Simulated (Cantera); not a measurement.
Cantera run:

```python
import numpy as np
import cantera as ct

gas_names = [...]  # 123 gases of nasa_gas.yaml made of C, H, O, Si
cond_names = """
    C(gr) C6H6(L) C7H8(L) C8H18(L),n-octa H2O(s) H2O(L) Si(cr) Si(L) SiC(b) SiO2(Lqz) SiO2(hqz) SiO2(L)
""".split()


# ... load() reads the species with a 1 bar reference pressure and builds the phases ...
atoms = {
    'TEOS': {'Si': 1, 'C': 8, 'H': 20, 'O': 4},
    'O3': {'O': 3},
    'H2': {'H': 2},
}
top_T = {'C(gr)': 4500, 'SiC(b)': 3050}  # K; cautious upper limits of use, not melting points


# ... equilibrate(T, P, feed) seeds the gas with the atoms and calls Mixture.equilibrate('TP', solver="vcs", rtol=1e-11, max_steps=5000) ...
results = []
feed = {'TEOS': 1, 'O3': 6.4, 'H2': 38}  # mol
T = 1823.15  # K
P = 540  # Pa
mix = equilibrate(T, P, feed)
results.append((T, P, feed, dict(zip(mix.species_names, mix.species_moles))))
x = sorted(zip(gas.X, gas.species_names), reverse=True)
print(f"T = {T:g} K  P = {P:g} Pa  gas = {mix.phase_moles(0):.4g} mol")
print("   x: " + "  ".join(f"{s} {v:.3e}" for v, s in x if v > 0.001))
print("   condensed (mol): " + ("  ".join(f"{mix.phase(i).name} {mix.phase_moles(i):.4g}"
      for i in range(1, mix.n_phases) if mix.phase_moles(i) > 1e-12) or "none"))
```

It prints:

```
T = 1823.15 K  P = 540 Pa  gas = 56.23 mol
   x: H2 6.267e-01  H2O 2.245e-01  CO 1.303e-01  CO2 1.193e-02  H 4.673e-03  SiO 1.771e-03
   condensed (mol): SiO2(L) 0.9003
```

These are equilibrium values from Cantera (NASA tables, ideal gas, pure condensed phases), not measurements of a reactor. The feed counts by its element totals alone. The tables hold silica as quartz up to 1696 K and as liquid above; real silica turns to tridymite and cristobalite and melts near 1996 K.
